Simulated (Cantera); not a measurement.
An isothermal, constant-pressure homogeneous reactor starts with 20.0 % H2, 13.3 % O2, 59.9 % N2, 6.79 % H2O, equivalence ratio 0.75, at 1125 K and 750 Torr.

Detailed kinetics in Cantera: GRI-Mech 3.0 (53 species, 325 reactions). The temperature is held fixed by assumption; the heat of reaction is taken as removed at once.

x: mole fraction; the columns are a selection and need not sum to one.

```tsv
t (s)	x H2	x O2	x H2O2	x H	x NO
0.000100	0.169	0.119	3.50e-6	0.00919	…
0.000242	0.00814	0.0407	8.70e-6	0.000385	1.27e-6
0.000588	0.00328	0.0385	6.98e-6	2.43e-5	1.23e-6
0.00143	0.00215	0.0380	7.22e-6	3.86e-6	…
0.00346	0.00146	0.0377	4.71e-6	1.59e-6	…
0.00838	0.000796	0.0373	2.17e-6	5.76e-7	…
0.0203	0.000336	0.0371	6.07e-7	1.44e-7	…
0.0492	0.000110	0.0370	1.03e-7	2.67e-8	…
0.119	2.52e-5	0.0370	1.09e-8	3.88e-9	…
0.289	2.41e-6	0.0370	9.05e-10	2.95e-10	…
0.702	4.09e-8	0.0370	2.69e-10	7.62e-12	…
1.70	4.26e-9	0.0370	4.66e-10	2.53e-12	1.26e-6
4.12	3.75e-9	0.0370	6.70e-10	2.74e-12	1.27e-6
10.0	3.75e-9	0.0370	6.74e-10	2.75e-12	1.27e-6
```

Question: Some entries are withheld; supply them.

Answer: 
- 0.000100, x NO: 3.16e-8
- 0.00143, x NO: 1.10e-6
- 0.00346, x NO: 9.69e-7
- 0.00838, x NO: 8.20e-7
- 0.0203, x NO: 6.21e-7
- 0.0492, x NO: 4.48e-7
- 0.119, x NO: 4.06e-7
- 0.289, x NO: 6.45e-7
- 0.702, x NO: 1.10e-6
